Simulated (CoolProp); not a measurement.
Hexamethyldisiloxane (MM) along the isobar 2.77 MPa: fugacity coefficient from the reference equation and from simpler models built on Tc = 518.7 K, pc = 1.931 MPa, ω = 0.418; each cubic takes its own stable root.

Model: reference Helmholtz-energy equation of state, Thol 2016, in CoolProp.

```json
[
 {"T (K)": "494.4", "phase": "liquid", "reference": "0.3821"},
 {"T (K)": "504", "phase": "liquid", "reference": "0.4242"},
 {"T (K)": "513.7", "phase": "liquid", "reference": "0.4676"},
 {"T (K)": "523.3", "phase": "supercritical", "reference": "0.5105"},
 {"T (K)": "533", "phase": "supercritical", "reference": "0.5528"},
 {"T (K)": "542.7", "phase": "supercritical", "reference": "0.5914"},
 {"T (K)": "552.3", "phase": "supercritical", "reference": "0.6232"},
 {"T (K)": "562", "phase": "supercritical", "reference": "0.6501"},
 {"T (K)": "571.7", "phase": "supercritical", "reference": "0.6737"},
 {"T (K)": "581.3", "phase": "supercritical", "reference": "0.6947"},
 {"T (K)": "591", "phase": "supercritical", "reference": "0.7141"},
 {"T (K)": "600.7", "phase": "supercritical", "reference": "0.7319"},
 {"T (K)": "610.3", "phase": "supercritical", "reference": "0.7482"},
 {"T (K)": "620", "phase": "supercritical", "reference": "0.7635"}
]
```

How far does each simpler model (van der Waals, Soave-Redlich-Kwong, Peng-Robinson) lie from the reference over these 14 states: mean and median of the absolute difference, and the worst?


- van der Waals: mean 6.4 %, median 3.2 %, worst +25.4 % at 494.4 K and 2.77 MPa
- Soave-Redlich-Kwong: mean 3.2 %, median 2.7 %, worst +4.8 % at 494.4 K and 2.77 MPa
- Peng-Robinson: mean 1.1 %, median 1.5 %, worst -1.7 % at 562 K and 2.77 MPa
